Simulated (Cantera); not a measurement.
Charge: 1 mol HCl, 0.22 mol H2, 5.5 mol N2, equilibrated at 3323 K and 7.50 Torr.

These are equilibrium values from Cantera (NASA tables, ideal gas, pure condensed phases), not measurements of a reactor. Candidate condensed phases: NH4Cl; 12 gas species. The numbers say what is thermodynamically allowed, not how fast it happens.

Base state: N2 0.695, H 0.176, Cl 0.124, HCl 0.00218, H2 0.00206, N 0.000762 (mole fractions); condensed: gas only.

### Question
What changes in the equilibrium state with this change: temperature from 3323 K to 1048 K?

### Answer
```
species    before    after
-------  --------  -------
N2          0.695    0.818
HCl       0.00218    0.149
H2        0.00206   0.0327
H           0.176  1.40e-8
Cl          0.124  5.80e-8
N        0.000762    <1e-9
```

### Question
What changes in the equilibrium state with this change: HCl replaced by S?

### Answer
```csv
species,before,after
N2,0.695,0.793
S,0,0.143
H,0.176,0.0628
Cl,0.124,0
HCl,0.00218,0
S2,0,0.000578
SH,0,0.000161
```
Further candidate phases: S.
